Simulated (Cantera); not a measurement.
An isothermal, constant-pressure homogeneous reactor starts with 1.55 % CH4, 97.7 % N2, 0.791 % H2O, at 1525 K and 1.09 atm.

Detailed kinetics in Cantera: GRI-Mech 3.0 (53 species, 325 reactions). GRI-Mech 3.0 stops at C3 and has no aromatics, soot or wall deposition, so with more carbon than oxygen in the feed, carbon stays in small species such as C2H2 where larger ones or solid carbon would form.

x: mole fraction; the columns are a selection and need not sum to one.

```tsv
t (s)	x CH4	x H2	x H	x HCN	x C2H6	x C2H
4.00e-5	0.0155	2.86e-7	2.10e-8	<1e-12	7.94e-11	<1e-12
0.000118	0.0155	8.86e-7	2.11e-8	<1e-12	2.15e-9	<1e-12
0.000348	0.0155	2.68e-6	2.16e-8	<1e-12	5.20e-8	<1e-12
0.00103	0.0155	8.40e-6	2.52e-8	<1e-12	9.81e-7	<1e-12
0.00303	0.0154	___	___	2.04e-12	___	<1e-12
0.00894	0.0153	___	___	2.33e-11	___	1.37e-12
0.0264	0.0145	0.000953	3.53e-7	3.81e-10	7.20e-5	5.72e-11
0.0779	0.0126	0.00374	8.38e-7	3.02e-9	4.10e-5	4.47e-10
0.230	0.00976	0.00832	1.45e-6	1.14e-8	1.68e-5	9.96e-10
0.678	0.00614	0.0139	2.17e-6	3.29e-8	5.35e-6	1.53e-9
2.00	0.00300	0.0189	2.89e-6	7.59e-8	1.18e-6	1.98e-9
```

### Question
What belongs in the gaps?

### Answer

- 0.00303, x H2: 3.14e-5
- 0.00303, x H: 4.05e-8
- 0.00303, x C2H6: 8.91e-6
- 0.00894, x H2: 0.000158
- 0.00894, x H: 1.02e-7
- 0.00894, x C2H6: 3.70e-5
